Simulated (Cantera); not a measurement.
# Boron, boron nitride and boron oxide: B₂H₆ + H₂

Charge: 1 mol B₂H₆, 9.4 mol H₂, held at 195 Torr.

Cantera equilibrium calculation (NASA polynomials, part measured and part estimated; ideal gas, pure solids and liquids). Candidate condensed phases: B; 7 gas species. The feed counts by its element totals alone. The tables' values for BH₂ are old estimates; treat these amounts as uncertain. Gases not in the tables: B₂H₆ and higher boranes. The numbers say what is thermodynamically allowed, not how fast it happens.

From 1452 °C to 1902 °C the condensed part is B(s).

```json
[
 {"T (°C)": "1452", "x H₂": "1.000", "x H": "0.000364", "x BH₂": "7.44e-5", "x BH₃": "7.92e-6", "x B": "2.51e-9", "x BH": "9.46e-9", "n B(s)": "2.00"},
 {"T (°C)": "1502", "x H₂": "0.999", "x H": "0.000567", "x BH₂": "0.000109", "x BH₃": "9.41e-6", "x B": "7.48e-9", "x BH": "2.22e-8", "n B(s)": "2.00"},
 {"T (°C)": "1552", "x H₂": "0.999", "x H": "0.000863", "x BH₂": "0.000155", "x BH₃": "1.11e-5", "x B": "2.10e-8", "x BH": "4.95e-8", "n B(s)": "2.00"},
 {"T (°C)": "1602", "x H₂": "0.998", "x H": "0.00128", "x BH₂": "0.000217", "x BH₃": "1.29e-5", "x B": "5.56e-8", "x BH": "1.06e-7", "n B(s)": "2.00"},
 {"T (°C)": "1652", "x H₂": "0.998", "x H": "0.00187", "x BH₂": "0.000298", "x BH₃": "1.49e-5", "x B": "1.40e-7", "x BH": "2.18e-7", "n B(s)": "2.00"},
 {"T (°C)": "1702", "x H₂": "0.997", "x H": "0.00268", "x BH₂": "0.000403", "x BH₃": "1.70e-5", "x B": "3.36e-7", "x BH": "4.31e-7", "n B(s)": "1.99"},
 {"T (°C)": "1752", "x H₂": "0.996", "x H": "0.00377", "x BH₂": "0.000537", "x BH₃": "1.94e-5", "x B": "7.73e-7", "x BH": "8.23e-7", "n B(s)": "1.99"},
 {"T (°C)": "1802", "x H₂": "0.994", "x H": "0.00521", "x BH₂": "0.000704", "x BH₃": "2.18e-5", "x B": "1.71e-6", "x BH": "1.52e-6", "n B(s)": "1.99"},
 {"T (°C)": "1852", "x H₂": "0.992", "x H": "0.00709", "x BH₂": "0.000911", "x BH₃": "2.45e-5", "x B": "3.63e-6", "x BH": "2.74e-6", "n B(s)": "1.99"},
 {"T (°C)": "1902", "x H₂": "0.989", "x H": "0.00952", "x BH₂": "0.00116", "x BH₃": "2.72e-5", "x B": "7.44e-6", "x BH": "4.78e-6", "n B(s)": "1.99"}
]
```
x: gas mole fraction; n: condensed amount in mol.
